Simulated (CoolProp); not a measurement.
Values from CoolProp's reference Helmholtz-energy equation of state, Thol 2017.

### Question
Give the vapour pressure (MPa), vapour density (kg/m³), liquid cp (kJ/(kg K)), surface tension (mN/m) of saturated octamethyltrisiloxane (MDM) at 400 K.

### Answer
```json
[
 {"T (K)": "400", "p (MPa)": "0.0490", "vapour density (kg/m³)": "3.65", "liquid cp (kJ/(kg K))": "2.04", "surface tension (mN/m)": "8.18"}
]
```

Surface tension comes from a separate correlation (Mulero 2014), older than this fluid's equation and unchecked against measurements.
